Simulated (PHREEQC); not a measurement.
Consider water at 25 °C with 48 mmol/kgw Pb(NO3)2 and 1.6 mmol/kgw HNO3. Closed to the air; pH follows from the charge balance.

Model: ion-association model, wateq4f.dat, run in PHREEQC.

```tsv
quantity	before	after
pH	2.88	4.09
ionic strength (mol/kgw)	0.117	0.125
NO3- (mol/kgw)	0.0834	0.0864
Pb+2 (mol/kgw)	0.0338	0.0336
PbNO3+ (mol/kgw)	0.0142	0.0144
Pb2OH+3 (mol/kgw)	4.91e-7	7.80e-6
SI of Pb(OH)2 (Pb(OH)2)	-4.31	-1.91
SI of Litharge (PbO)	-8.88	-6.48
```

Q: Which change was made?
A. diluted 10-fold with water
B. diluted 2-fold with water
C. HNO3 left out
D. Pb(NO3)2 from 0.048 to 0.0096 mol/kgw
E. HNO3 replaced by Al(NO3)3 at the same molality

A: E, HNO3 replaced by Al(NO3)3 at the same molality

This is a speciation only: nothing precipitates in the calculation. Some of these states are supersaturated (in Gibbsite (slow to form), Boehmite (slow to form), for instance).
